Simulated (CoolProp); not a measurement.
Vapour-liquid equilibrium of propylene (1) + R134a (2) at 15.6 kPa; x and y are mole fractions of (1).

The numbers come from the multi-fluid Helmholtz-energy mixture model, Lemmon 2013 and Tillner-Roth 1994; pair parameters Bell 2016 in CoolProp.

Task: Give the bubble temperature and the first vapour's composition at x = 0.05, 0.35, 0.55. Is there an azeotrope?

Result: x = 0.05: 204.6 K, y = 0.454; x = 0.35: 192.3 K, y = 0.824; x = 0.55: 191.7 K, y = 0.838. y crosses x between x = 0.85 and 0.95: the model has an azeotrope there.

Pair parameters are fitted to limited data, so mixtures are less certain than the pure fluids. With so large a gap from Raoult's law the liquid may split in two, which this calculation doesn't test in full.
